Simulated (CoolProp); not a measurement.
Vapour-liquid equilibrium of n-heptane (1) + n-dodecane (2) at 0.0089 MPa; x and y are mole fractions of (1).

Computed with CoolProp (multi-fluid Helmholtz-energy mixture model, Span 2003 and Lemmon 2004; pair parameters Bell 2016).

**Question.** Give the bubble temperature and the first vapour's composition at x = 0.15, 0.45, 0.85. Is there an azeotrope?

**Answer.** x = 0.15: 352.9 K, y = 0.930; x = 0.45: 323.1 K, y = 0.993; x = 0.85: 309.4 K, y = 0.999. No azeotrope shows between x = 0.05 and 0.95.

The pair parameters rest on a limited set of measurements; away from them the model extrapolates. The gap from Raoult's law changes sign with composition, which may be real or a fault of the pair parameters; it wasn't checked against measurements.
